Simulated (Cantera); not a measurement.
A closed system holds: 1 mol CaF₂, 0.93 mol O₂, a varied amount of H₂, held at 1500 K and 1.00 Torr.

Cantera equilibrium calculation (NASA polynomials, part measured and part estimated; ideal gas, pure solids and liquids). Candidate condensed phases: Ca, CaF₂, CaO, Ca(OH)₂, H₂O; 29 gas species. Equilibrium is a limit: real reactors are often held back by kinetics, nucleation or transport.

### Question
At 120 mol H₂, list the 5 most abundant gas species with their mole fractions, and the condensed phases.

### Answer
H₂ 0.976, HF 0.0159, H₂O 0.00742, H 0.000476, CaF₂ 0.000313. Condensed: CaO(s).
